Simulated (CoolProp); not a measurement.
Saturation properties of octamethylcyclotetrasiloxane (D4) (Tc = 313.4 °C, pc = 1.347 MPa, ω = 0.598).

Model: reference Helmholtz-energy equation of state, Thol 2015, in CoolProp.

```tsv
T (°C)	p (MPa)	vapour density (kg/m³)	liquid cp (kJ/(kg K))
88.45	0.005322	0.5295	1.791
113.85	0.01505	1.414	1.847
139.35	0.03616	3.244	1.906
164.75	0.07597	6.600	1.968
190.25	0.1444	12.34	2.034
215.65	0.2523	21.66	2.106
241.05	0.4134	36.60	2.192
266.55	0.6455	61.46	2.316
```

It boils at 175.7 °C under 1 atm.
